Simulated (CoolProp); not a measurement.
Model: reference Helmholtz-energy equation of state, Tillner-Roth 1994, in CoolProp.

Problem. For R134a, give the phase and the density (kg/m³), cv (kJ/(kg K)), viscosity (µPa s) at -75.85 °C and 0.947 MPa.

Solution. 
- -75.85 °C and 0.947 MPa: liquid; density 1520, cv 0.800, viscosity 932

Viscosity comes from a separate model (Huber 2003), an estimate that may be off by 10 % or more.
